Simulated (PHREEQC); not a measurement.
Silver or lead bath

A solution holds 4.2e-05 mol/kgw Ag2SO4, 3.8e-06 mol/kgw KBr and 0.00099 mol/kgw Zn(NO3)2, at 25 °C. It is in equilibrium with CO2 at log p = -3.4 (atm). Otherwise closed; pH follows from the charge balance.

Model: ion-association model, wateq4f.dat, run in PHREEQC.

This is a speciation only: nothing precipitates in the calculation.

### Question
Estimate the pH.

### Answer
pH 5.56.

### Question
In which forms is S present?

### Answer
SO4-2 87 %, ZnSO4 13 % of the S.

Saturation is exceeded, for instance for Bromyrite; the values hold only as long as no solid forms. Complexes and solids missing from the database can't appear.
